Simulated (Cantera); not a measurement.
Silicon nitride deposition: trisilylamine + N2 + H2

Feed: 1 mol trisilylamine, 1.2 mol N2, 16 mol H2, at 6.20 Pa.

Cantera equilibrium calculation (NASA polynomials, part measured and part estimated; ideal gas, pure solids and liquids). Candidate condensed phases: Si, Si3N4; 18 gas species. The feed counts by its element totals alone. Mutual solubility and eutectic melting of coexisting phases are not modelled. The tables' values for SiN are old estimates; treat these amounts as uncertain. Gases not in the tables: Si2H6 and higher silanes. Rates play no part.

From 802 °C to 1102 °C the condensed part is Si(s) + Si3N4(s). From 1152 °C to 1402 °C the condensed part is Si(s). At 1452 °C the condensed part is Si(l).

| T (°C) | x H2 | x N2 | x H | x Si | n Si(s) | n Si3N4(s) | n Si(l) |
|---|---|---|---|---|---|---|---|
| 802 | 1.000 | 6.02e-6 | 1.86e-6 | 1.22e-10 | 0.450 | 0.850 | 0 |
| 852 | 1.000 | 3.83e-5 | 5.64e-6 | 1.13e-9 | 0.451 | 0.850 | 0 |
| 902 | 1.000 | 0.000208 | 1.56e-5 | 8.63e-9 | 0.456 | 0.848 | 0 |
| 952 | 0.999 | 0.000982 | 3.96e-5 | 5.58e-8 | 0.480 | 0.840 | 0 |
| 1002 | 0.996 | 0.00410 | 9.34e-5 | 3.11e-7 | 0.577 | 0.808 | 0 |
| 1052 | 0.984 | 0.0153 | 0.000206 | 1.52e-6 | 0.928 | 0.691 | 0 |
| 1102 | 0.948 | 0.0519 | 0.000424 | 6.62e-6 | 2.13 | 0.288 | 0 |
| 1152 | 0.923 | 0.0765 | 0.000832 | 2.60e-5 | 3.00 | 0 | 0 |
| 1202 | 0.922 | 0.0765 | 0.00158 | 9.28e-5 | 3.00 | 0 | 0 |
| 1252 | 0.920 | 0.0764 | 0.00288 | 0.000304 | 2.99 | 0 | 0 |
| 1302 | 0.918 | 0.0763 | 0.00506 | 0.000926 | 2.98 | 0 | 0 |
| 1352 | 0.913 | 0.0760 | 0.00856 | 0.00263 | 2.94 | 0 | 0 |
| 1402 | 0.903 | 0.0755 | 0.0140 | 0.00700 | 2.84 | 0 | 0 |
| 1452 | 0.887 | 0.0744 | 0.0222 | 0.0164 | 0 | 0 | 2.61 |
x: gas mole fraction; n: condensed amount in mol.
